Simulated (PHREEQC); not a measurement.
A solution holds 0.15 mol/kgw KHCO3 and 0.027 mol/kgw Na2HPO4, at 20 °C. Closed to the air; pH follows from the charge balance.

All values are PHREEQC results (ion-association model, phreeqc.dat), not measurements.

No solid was allowed to form.

### Question
Order these Na species by the share of Na that they hold, largest first: NaHPO4-, NaHCO3, NaCO3-, Na+.

### Answer
Na+ (94 %), NaHCO3 (4.1 %), NaHPO4- (1.2 %), NaCO3- (0.89 %)

The pH is 8.17 and the ionic strength 0.224 mol/kgw.
